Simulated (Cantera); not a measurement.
What does this Cantera script print?

```python
import numpy as np
import cantera as ct

surf = ct.Interface("diamond.yaml", "diamond_100")
gas, bulk = surf.adjacent["gas"], surf.adjacent["diamond"]
k = surf.kinetics_species_index(bulk.species_names[0])
cover = ["c6HH", "c6H*", "c6*H", "c6**", "c6HM", "c6B"]

rows, drift = [], 0.0
print(f"{'P':>10s}{'um/h':>11s}" + "".join(f"{s:>11s}" for s in cover))
for v in [920, 1400, 2200, 3500, 5400, 8500, 13000, 21000]:
    T, P, xH, xCH3 = 1250, v, 0.00034, 0.0003
    gas.TPX = T, P, {"H": xH, "CH3": xCH3, "CH4": 0.021, "H2": 1 - xH - xCH3 - 0.021}
    surf.TP = bulk.TP = T, P
    surf.coverages = "c6H*:0.1, c6HH:0.9"
    surf.advance_coverages(100.0)
    before = surf.coverages
    surf.advance_coverages(100.0)
    drift = max(drift, np.max(np.abs(surf.coverages - before) / (surf.coverages + 1e-9)))
    rate = surf.net_production_rates[k] * bulk.mean_molecular_weight / bulk.density * 3.6e9
    rows.append([rate, *surf[cover].coverages])
    print(f"{v:10.4g}{rate:11.4e}" + "".join(f"{x:11.3e}" for x in rows[-1][1:]))
```

It prints:

```
         P       um/h       c6HH       c6H*       c6*H       c6**       c6HM        c6B
       920 7.0304e-02  4.994e-01  3.817e-02  4.448e-01  1.420e-02  2.298e-04  1.908e-10
      1400 1.2488e-01  4.993e-01  3.814e-02  4.445e-01  1.407e-02  3.569e-04  3.389e-10
      2200 2.2504e-01  4.990e-01  3.811e-02  4.442e-01  1.396e-02  5.703e-04  6.106e-10
      3500 4.0464e-01  4.987e-01  3.808e-02  4.438e-01  1.386e-02  9.174e-04  1.098e-09
      5400 6.9788e-01  4.982e-01  3.804e-02  4.433e-01  1.379e-02  1.422e-03  1.894e-09
      8500 1.2480e+00  4.975e-01  3.798e-02  4.425e-01  1.372e-02  2.236e-03  3.386e-09
   1.3e+04 2.1971e+00  4.966e-01  3.790e-02  4.416e-01  1.367e-02  3.397e-03  5.962e-09
   2.1e+04 4.3049e+00  4.950e-01  3.776e-02  4.399e-01  1.360e-02  5.396e-03  1.168e-08
```

Detailed kinetics in Cantera: the Harris–Goodwin 1993 mechanism for the reconstructed diamond (100) surface.
